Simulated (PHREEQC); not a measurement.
Dissolve 4.1 mmol/kgw H2S, 0.044 mmol/kgw NaOH and 9.2 mmol/kgw ZnCl2 at 25 °C. Closed to the air; pH follows from the charge balance.

Equilibrium calculation in PHREEQC: ion-association model, phreeqc.dat.

No solid was allowed to form.

Task: Predict the pH, specific conductance, ionic strength.

Result: pH 2.52; specific conductance 2970 µS/cm; ionic strength 0.0255 mol/kgw.

Task: In which forms is Zn present?

Result: Zn+2 79 %, Zn(HS)2 19 %, ZnCl+ 2.1 % of the Zn.

Examples of supersaturated solids here: Sphalerite (slow to form). Others may be too.
